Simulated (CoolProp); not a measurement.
Vapour pressure (MPa) of R11: the reference equation beside estimates from Tc = 471.1 K, pc = 4.408 MPa, ω = 0.189. Clausius-Clapeyron is anchored at 361.7 K with a constant enthalpy of vaporisation of 21.06 kJ/mol.

Model: reference Helmholtz-energy equation of state, Jacobsen 1992, in CoolProp.

```csv
T (K),reference,Clausius-Clapeyron,Soave-Redlich-Kwong
355.9,0.5587,___,0.5614
361.7,0.6395,0.6395,0.6432
367.4,0.7270,0.7129,___
373.2,0.8248,0.7935,___
379,0.9320,0.8804,0.9400
384.7,1.047,___,1.057
390.5,1.175,1.072,1.186
396.3,1.313,1.179,1.327
402.1,1.463,___,1.480
407.8,1.623,1.411,1.642
```

**Question.** What belongs in the gaps?

**Answer.** 
- 355.9, Clausius-Clapeyron: 0.5705
- 367.4, Soave-Redlich-Kwong: 0.7319
- 373.2, Soave-Redlich-Kwong: 0.8311
- 384.7, Clausius-Clapeyron: 0.9720
- 402.1, Clausius-Clapeyron: 1.292

Absolute difference from the reference over all 10 rows, mean and median: Clausius-Clapeyron 6.4 and 6.3 %, Soave-Redlich-Kwong 0.9 and 0.9 %.
